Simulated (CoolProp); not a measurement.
Vapour-liquid equilibrium of n-heptane (1) + o-xylene (2) at 0.0226 MPa; x and y are mole fractions of (1).

Model: multi-fluid Helmholtz-energy mixture model, Span 2003 and Zhou 2012; pair parameters Bell 2016, in CoolProp.

Problem. Give the bubble temperature and the first vapour's composition at x = 0.05, 0.25, 0.45. Is there an azeotrope?

Solution. x = 0.05: 362.6 K, y = 0.232; x = 0.25: 348.0 K, y = 0.644; x = 0.45: 340.1 K, y = 0.801. No azeotrope shows between x = 0.05 and 0.95.

The pair parameters rest on a limited set of measurements; away from them the model extrapolates.
